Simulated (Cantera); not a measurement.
Thermodynamics of hydrogen reduction and annealing atmospheres, feed Cu2O + H2 + N2

Charge: 1 mol Cu2O, 670 mol H2, 0.44 mol N2, equilibrated at 1925 K and 5.80 bar.

Method: chemical equilibrium by Gibbs-energy minimisation in Cantera with the NASA 1993 tables (ideal gas, pure condensed phases). Candidate condensed phases: Cu, CuO, Cu(OH)2, Cu2O, H2O; 27 gas species. The numbers say what is thermodynamically allowed, not how fast it happens.

| Property | Value |
|---|---|
| x(H2) | 0.997 |
| x(H2O) | 0.00149 |
| x(N2) | 0.000654 |
| x(H) | 0.000396 |
| x(Cu) | 0.000359 |
| x(NH3) | 3.38e-6 |
| x(Cu2) | 1.14e-6 |
| n(Cu(l)) | 1.76 mol |
| gas amount | 670.8 mol |
